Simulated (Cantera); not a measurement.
What does this Cantera script print?

```python
import numpy as np
import cantera as ct

gas_names = """
    Mg MgO MgS Mg2 O O2 O3 S SO SO2 SO3 S2 S2O S8
""".split()
cond_names = """
    Mg(cr) Mg(L) MgO(s) MgO(L) MgS(s) MgSO4(s) MgSO4(L) S(cr1) S(cr2) S(L)
""".split()


# ... load() reads the species with a 1 bar reference pressure and builds the phases ...
atoms = {
    'MgSO4': {'Mg': 1, 'S': 1, 'O': 4},
    'O2': {'O': 2},
}
top_T = {'MgS(s)': 2250}  # K; cautious upper limits of use, not melting points


# ... equilibrate(T, P, feed) seeds the gas with the atoms and calls Mixture.equilibrate('TP', solver="vcs", rtol=1e-11, max_steps=5000) ...
results = []
feed = {'MgSO4': 1, 'O2': 0.12}  # mol
P = 100000  # Pa
for T in [800, 900, 1000, 1100, 1200, 1300, 1400, 1500, 1600, 1700, 1800]:
    mix = equilibrate(T, P, feed)
    results.append((T, P, feed, dict(zip(mix.species_names, mix.species_moles))))

top = {s: max(r[3][s] / sum(r[3][g] for g in gas_names) for r in results) for s in gas_names}
cols = sorted((s for s in top if top[s] > 0.001), key=lambda s: -top[s])[:7]
seen = [c for c in cond_names if any(r[3].get(c, 0) > 1e-12 for r in results)]
print("log10 of partial pressures in bar; condensed amounts in mol")
print(f"{'T/K':>10s}" + "".join(f"{s[:9]:>10s}" for s in cols + seen))
for T, P, feed, n in results:
    ng = sum(n[g] for g in gas_names)
    print(f"{T:10.4g}" + "".join(f"{np.log10(max(n[s] / ng * P / 1e5, 1e-99)):10.3f}" for s in cols)
          + "".join(f"{n.get(c, 0):10.4g}" for c in seen))
```

Output:

```
log10 of partial pressures in bar; condensed amounts in mol
       T/K        O2       SO2       SO3    MgO(s)  MgSO4(s)
       800    -0.000   -10.485    -8.948 1.407e-10         1
       900    -0.000    -7.735    -6.910 1.696e-08         1
      1000    -0.000    -5.549    -5.293 9.504e-07         1
      1100    -0.000    -3.775    -3.981 3.272e-05         1
      1200    -0.003    -2.307    -2.898 0.0007495    0.9993
      1300    -0.045    -1.058    -1.993   0.01366    0.9863
      1400    -0.426    -0.221    -1.623         1         0
      1500    -0.422    -0.216    -1.855         1         0
      1600    -0.420    -0.214    -2.059         1         0
      1700    -0.419    -0.212    -2.239         1         0
      1800    -0.419    -0.211    -2.399         1         0
```

Equilibrium computed with Cantera from the NASA thermochemical tables; the gas is ideal and each condensed phase is pure. Mutual solubility and eutectic melting of coexisting phases are not modelled.
